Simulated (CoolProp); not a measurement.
A single-stage vapour-compression cycle with R22: evaporating at 197.15 K (dew point), condensing at 255.15 K (bubble point), superheat 10 K, subcooling 8 K, compressor efficiency 0.7, no pressure losses. Each further row changes one setting.

Computed with CoolProp (reference Helmholtz-energy equation of state, Kamei 1995).

```tsv
case	cooling COP	pressure ratio	discharge temperature (K)	refrigerating effect (kJ/kg)	volumetric capacity (kJ/m³)
as stated	[?]	19.3	376.7	206	143
evaporating temperature 202.15 K	[?]	[?]	362.8	208	[?]
condensing temperature 250.15 K	2.15	15.9	364.7	211	147
subcooling 13 K	[?]	19.3	376.7	211	147
superheat 20 K	[?]	19.3	[?]	211	[?]
compressor efficiency 0.6	1.65	19.3	400.1	206	143
```

Problem. Some entries are withheld; supply them.

Solution. 
- as stated, cooling COP: 1.92
- evaporating temperature 202.15 K, cooling COP: 2.21
- evaporating temperature 202.15 K, pressure ratio: 13.8
- evaporating temperature 202.15 K, volumetric capacity (kJ/m³): 198
- subcooling 13 K, cooling COP: 1.97
- superheat 20 K, cooling COP: 1.89
- superheat 20 K, discharge temperature (K): 390.2
- superheat 20 K, volumetric capacity (kJ/m³): 140
